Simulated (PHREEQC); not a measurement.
Dissolve 99 mmol/kgw NaHF2, 0.4 mmol/kgw NH4HF2 and 0.14 mmol/kgw (NH4)2SiF6 at 25 °C. Closed to the air; pH follows from the charge balance.

Model: ion-association model, wateq4f.dat, run in PHREEQC.

This is a speciation only: nothing precipitates in the calculation.

Order these F species by the share of F that they hold, largest first: HF, NaF, HF2-, H2F2, F-.

F- (40 %), HF (30 %), HF2- (19 %), H2F2 (9.7 %), NaF (1.3 %)

The pH is 3.17 and the ionic strength 0.0981 mol/kgw. Species that the database lacks are ignored. wateq4f.dat counts part of the HF as a dimer, H2F2, which phreeqc.dat doesn't know; its constant is uncertain. SiF6-2 is the database's only silicon fluoride.
